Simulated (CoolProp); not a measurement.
Toluene along the isobar 6.5 bar: fugacity coefficient from the reference equation and from simpler models built on Tc = 591.7 K, pc = 41.26 bar, ω = 0.266; each cubic takes its own stable root.

Values from CoolProp's reference Helmholtz-energy equation of state, Lemmon 2006. It is a short technical equation, of lower accuracy than the large ones.

| T (K) | phase | reference | van der Waals | Peng-Robinson |
|---|---|---|---|---|
| 497.7 | gas | 0.8983 | 0.9296 | 0.9010 |
| 507.1 | gas | 0.9045 | 0.9327 | 0.9062 |
| 516.5 | gas | 0.9102 | 0.9355 | 0.9112 |
| 525.9 | gas | 0.9155 | 0.9382 | 0.9158 |
| 535.3 | gas | 0.9203 | 0.9407 | 0.9201 |
| 544.7 | gas | 0.9248 | 0.9431 | 0.9242 |
| 554.1 | gas | 0.9289 | 0.9454 | 0.9280 |
| 563.5 | gas | 0.9328 | 0.9476 | 0.9316 |
| 573 | gas | 0.9364 | 0.9496 | 0.9350 |
| 582.4 | gas | 0.9397 | 0.9516 | 0.9382 |
| 591.8 | gas | 0.9428 | 0.9534 | 0.9412 |
| 601.2 | gas | 0.9457 | 0.9552 | 0.9440 |
| 610.6 | gas | 0.9484 | 0.9568 | 0.9467 |
| 620 | gas | 0.9510 | 0.9584 | 0.9492 |
